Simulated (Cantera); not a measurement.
A closed system holds: 1 mol SiHCl3, 0.048 mol C2H2, 190 mol H2, at 1000 K and 0.0100 bar.

Method: chemical equilibrium by Gibbs-energy minimisation in Cantera with the NASA 1993 tables (ideal gas, pure condensed phases). Candidate condensed phases: C, C6H6, C7H8, C8H18, Si, SiC; 109 gas species. The tables' values for SiCl3 are old estimates; treat these amounts as uncertain. Kinetics and transport are ignored.

Base state: H2 0.988, HCl 0.0109, SiCl4 0.000680, SiHCl3 0.000434, SiCl2 0.000205, SiCl3 7.59e-5, SiH2Cl2 2.98e-5 (mole fractions); condensed: Si(s) + SiC(s).

What changes in the equilibrium state with this change: temperature from 1000 K to 1848 K?


```csv
species,before,after
H2,0.988,0.979
HCl,0.0109,0.0142
H,2.26e-8,0.00525
Si,<1e-9,0.000627
SiCl4,0.000680,<1e-9
SiHCl3,0.000434,6.01e-9
SiH,<1e-9,6.19e-5
"Si(s), mol",0.631,0
"SiC(s), mol",0.0959,0.0942
"Si(l), mol",0,0.632
```
Mutual solubility and eutectic melting of coexisting phases are not modelled. The tables' values for SiCl are old estimates; treat these amounts as uncertain. Gases not in the tables: Si2H6 and higher silanes.

What changes in the equilibrium state with this change: temperature from 1000 K to 2550 K?


| species | before | after |
|---|---|---|
| H2 | 0.988 | 0.718 |
| H | 2.26e-8 | 0.264 |
| HCl | 0.0109 | 0.0107 |
| Si | <1e-9 | 0.00434 |
| Cl | <1e-9 | 0.00277 |
| SiCl4 | 0.000680 | <1e-9 |
| Si(s), mol | 0.631 | 0 |
| SiC(s), mol | 0.0959 | 0 |
The tables' values for SiCl are old estimates; treat these amounts as uncertain.
